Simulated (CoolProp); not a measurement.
The fluid at 298.15 K and 0.238 MPa flows at 3.2 m/s in a round tube of 2 mm bore and 0.25 µm roughness, fully developed (64/Re and Nu = 3.66 if laminar; Colebrook and Gnielinski if turbulent). The same conditions are run with several fluids, on thermodynamics alone (safety and materials aside).

Computed with CoolProp (reference Helmholtz-energy equation of state of each fluid (R227EA: Lemmon 2016; dry air: Lemmon 2000; carbon dioxide: Span 1996; C2F6 (R116): Lemmon 2006; C3F8 (R218): Lemmon 2006)). Blends and air are pseudo-pure fits.

Problem. Rank R227EA, dry air, carbon dioxide, C2F6 (R116), C3F8 (R218) by Reynolds number, highest first.

Solution. C3F8 (R218) (9940), R227EA (9710), C2F6 (R116) (6160), carbon dioxide (1830), dry air (964)

```json
[
 {"fluid": "R227EA", "Darcy friction factor": "0.0313", "pressure drop (Pa/m)": "1400", "heat-transfer coefficient (W/(m² K))": "195", "mass flow (kg/h)": "0.633"},
 {"fluid": "dry air", "Darcy friction factor": "0.0664", "pressure drop (Pa/m)": "473", "heat-transfer coefficient (W/(m² K))": "48.1", "mass flow (kg/h)": "0.101"},
 {"fluid": "carbon dioxide", "Darcy friction factor": "0.0349", "pressure drop (Pa/m)": "382", "heat-transfer coefficient (W/(m² K))": "30.6", "mass flow (kg/h)": "0.155"},
 {"fluid": "C2F6 (R116)", "Darcy friction factor": "0.0354", "pressure drop (Pa/m)": "1230", "heat-transfer coefficient (W/(m² K))": "149", "mass flow (kg/h)": "0.492"},
 {"fluid": "C3F8 (R218)", "Darcy friction factor": "0.0311", "pressure drop (Pa/m)": "1520", "heat-transfer coefficient (W/(m² K))": "195", "mass flow (kg/h)": "0.689"}
]
```

Transport values come from each fluid's own correlations; those of R227EA, C2F6 (R116), C3F8 (R218) are estimates that may be off by 10 % or more.
